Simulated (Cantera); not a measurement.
What does this Cantera script print?

```python
import numpy as np
import cantera as ct

gas_names = """
    H HO2 H2 H2O H2O2 H2S H2SO4 O OH O2 O3 S SH SO SO2 SO3 S2 S2O S8
""".split()
cond_names = """
    H2O(s) H2O(L) H2SO4(L) S(cr1) S(cr2) S(L)
""".split()


def load(file, names, dense=False):
    # The tables refer to 1 bar. Condensed volumes are neglected.
    table = {s.name: s for s in ct.Species.list_from_file(file)}
    out = []
    for n in names:
        d = dict(table[n].input_data)
        d["thermo"] = dict(d["thermo"], **{"reference-pressure": 1e5})
        if dense:
            d["equation-of-state"] = {"model": "constant-volume", "density": "1e6 g/cm^3"}
        out.append(ct.Species.from_dict(d))
    return out


gas = ct.Solution(thermo="ideal-gas", species=load("nasa_gas.yaml", gas_names))
cond = {s.name: ct.Solution(thermo="fixed-stoichiometry", species=[s], name=s.name)
        for s in load("nasa_condensed.yaml", cond_names, dense=True)}
atoms = {
    'H2S': {'H': 2, 'S': 1},
    'SO2': {'S': 1, 'O': 2},
    'H2': {'H': 2},
}
top_T = {}  # K; cautious upper limits of use, not melting points


def equilibrate(T, P, feed):
    n = {}
    for name, mol in feed.items():
        for a, k in atoms[name].items():
            n[a] = n.get(a, 0.0) + k * mol
    gas.TPX = T, P, n
    mass = sum(n.values()) * gas.mean_molecular_weight
    gas.equilibrate("TP")
    valid = [c for c in cond.values() if c.min_temp <= T <= top_T.get(c.name, c.max_temp)]
    mix = ct.Mixture([(gas, mass / gas.mean_molecular_weight)] + [(c, 0.0) for c in valid])
    mix.T, mix.P = T, P
    mix.equilibrate("TP", solver="vcs", rtol=1e-11, max_steps=5000)
    return mix


results = []
feed = {'H2S': 1, 'SO2': 0.032, 'H2': 2.6}  # mol
T = 3123  # K
P = 210000  # Pa
mix = equilibrate(T, P, feed)
results.append((T, P, feed, dict(zip(mix.species_names, mix.species_moles))))
x = sorted(zip(gas.X, gas.species_names), reverse=True)
print(f"T = {T:g} K  P = {P:g} Pa  gas = {mix.phase_moles(0):.4g} mol")
print("   x: " + "  ".join(f"{s} {v:.3e}" for v, s in x if v > 0.0001))
print("   condensed (mol): " + ("  ".join(f"{mix.phase(i).name} {mix.phase_moles(i):.4g}"
      for i in range(1, mix.n_phases) if mix.phase_moles(i) > 1e-12) or "none"))
```

Output:

```
T = 3123 K  P = 210000 Pa  gas = 4.494 mol
   x: H2 6.769e-01  H 1.289e-01  SH 6.206e-02  S 5.337e-02  S2 4.681e-02  H2S 1.776e-02  H2O 1.059e-02  SO 2.749e-03  OH 7.336e-04
   condensed (mol): none
```

Method: chemical equilibrium by Gibbs-energy minimisation in Cantera with the NASA 1993 tables (ideal gas, pure condensed phases).
